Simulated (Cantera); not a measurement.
# Boron, boron nitride and boron oxide: BCl3 + H2O + N2

Input: 1 mol BCl3, 6.7 mol H2O, 1.3 mol N2.

Equilibrium computed with Cantera from the NASA thermochemical tables; the gas is ideal and each condensed phase is pure. Candidate condensed phases: B, BN, B2O3, B3O3H3, H2O, NH4Cl; 49 gas species. The tables' values for BCl2 are old estimates. Gases not in the tables: H3BO3. Kinetics and transport are ignored.

Stable condensed phases:

```
T in °C \ P in Pa
             10     37    140    520   1900   7200  27000 100000
   2127       A      A      A      A      A      A      A      A
   1977       A      A      A      A      A      A      A      A
   1827       A      A      A      A      A      A      A      A
   1677       A      A      A      A      A      A      A      A
   1527       A      A      A      A      A      A      A      A
   1377       A      A      A      A      A      A      A      B
   1227       A      A      A      A      A      B      B      B
   1077       A      A      A      B      B      B      B      B
    927       B      B      B      B      B      B      B      B
    777       B      B      B      B      B      B      B      B
    627       B      B      B      B      B      B      B      B
    477       B      B      B      B      B      B      B      A
```

A: gas only; B: B2O3.
